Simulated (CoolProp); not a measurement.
Vapour-liquid equilibrium of R13 (1) + propylene (2) at 0.14 bar; x and y are mole fractions of (1).

Computed with CoolProp (multi-fluid Helmholtz-energy mixture model, Platzer 1990 and Lemmon 2013; pair parameters Bell 2016). This equation is an older, rougher fit; its heat capacities, sound speeds and derivatives of the liquid may be far off and weren't checked against measurements.

```json
[
 {"x": "0.05", "bubble temperature, mixture model (K)": "181.3", "bubble temperature, Raoult's law (K)": "186.1", "y, mixture model": "0.478", "y, Raoult's law": "0.265"},
 {"x": "0.2", "bubble temperature, mixture model (K)": "170.7", "bubble temperature, Raoult's law (K)": "178.1", "y, mixture model": "0.805", "y, Raoult's law": "0.657"},
 {"x": "0.35", "bubble temperature, mixture model (K)": "166.9", "bubble temperature, Raoult's law (K)": "172.9", "y, mixture model": "0.875", "y, Raoult's law": "0.817"},
 {"x": "0.5", "bubble temperature, mixture model (K)": "165.1", "bubble temperature, Raoult's law (K)": "169.1", "y, mixture model": "0.906", "y, Raoult's law": "0.898"},
 {"x": "0.65", "bubble temperature, mixture model (K)": "163.9", "bubble temperature, Raoult's law (K)": "166.2", "y, mixture model": "0.927", "y, Raoult's law": "0.945"},
 {"x": "0.8", "bubble temperature, mixture model (K)": "162.9", "bubble temperature, Raoult's law (K)": "163.9", "y, mixture model": "0.950", "y, Raoult's law": "0.975"},
 {"x": "0.95", "bubble temperature, mixture model (K)": "161.8", "bubble temperature, Raoult's law (K)": "161.9", "y, mixture model": "0.984", "y, Raoult's law": "0.995"}
]
```

The largest gap from Raoult's law is -7.4 K in bubble temperature, at x = 0.2. No azeotrope shows between x = 0.05 and 0.95.

Pair parameters are fitted to limited data, so mixtures are less certain than the pure fluids.
